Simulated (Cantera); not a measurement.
A perfectly stirred reactor is fed with 37.1 % H2, 13.2 % O2, 49.7 % N2, at 1.01 bar; it is adiabatic with a 650 K inlet, and is followed from long to short residence time, starting on the burning branch (τ in s: 0.1, 0.038, 0.014, 0.0052, 0.0019, 0.0007, 0.00026, 9.6e-05, 3.5e-05, 1.3e-05).

Detailed kinetics in Cantera: GRI-Mech 3.0 (53 species, 325 reactions).

x: mole fraction; the columns are a selection and need not sum to one.

```json
[
 {"τ (s)": "0.10", "T (K)": "2503", "x H2": "0.120", "x O2": "0.000262", "x H": "0.00949", "x NO": "0.000636", "x H2O": "0.296", "x H2O2": "3.52e-8"},
 {"τ (s)": "0.038", "T (K)": "2496", "x H2": "0.120", "x O2": "0.000311", "x H": "0.0102", "x NO": "0.000603", "x H2O": "0.296", "x H2O2": "3.93e-8"},
 {"τ (s)": "0.014", "T (K)": "2479", "x H2": "0.120", "x O2": "0.000438", "x H": "0.0120", "x NO": "…", "x H2O": "0.294", "x H2O2": "4.89e-8"},
 {"τ (s)": "0.0052", "T (K)": "2442", "x H2": "0.119", "x O2": "0.000743", "x H": "0.0156", "x NO": "…", "x H2O": "0.291", "x H2O2": "6.77e-8"},
 {"τ (s)": "0.0019", "T (K)": "2374", "x H2": "0.118", "x O2": "0.00142", "x H": "0.0224", "x NO": "…", "x H2O": "0.285", "x H2O2": "9.98e-8"},
 {"τ (s)": "0.00070", "T (K)": "2265", "x H2": "0.116", "x O2": "0.00273", "x H": "0.0331", "x NO": "…", "x H2O": "0.277", "x H2O2": "1.55e-7"},
 {"τ (s)": "0.00026", "T (K)": "2114", "x H2": "0.114", "x O2": "0.00486", "x H": "0.0480", "x NO": "…", "x H2O": "0.265", "x H2O2": "2.70e-7"},
 {"τ (s)": "9.6e-5", "T (K)": "1927", "x H2": "0.111", "x O2": "0.00804", "x H": "0.0669", "x NO": "…", "x H2O": "0.252", "x H2O2": "5.53e-7"},
 {"τ (s)": "3.5e-5", "T (K)": "1715", "x H2": "0.111", "x O2": "0.0133", "x H": "0.0871", "x NO": "…", "x H2O": "0.237", "x H2O2": "1.27e-6"},
 {"τ (s)": "1.3e-5", "T (K)": "1487", "x H2": "0.130", "x O2": "0.0268", "x H": "0.0951", "x NO": "…", "x H2O": "0.209", "x H2O2": "2.53e-6"}
]
```

Complete the blanks.


- 0.014, x NO: 0.000528
- 0.0052, x NO: 0.000398
- 0.0019, x NO: 0.000242
- 0.00070, x NO: 0.000128
- 0.00026, x NO: 7.21e-5
- 9.6e-5, x NO: 4.46e-5
- 3.5e-5, x NO: 2.40e-5
- 1.3e-5, x NO: 8.63e-6
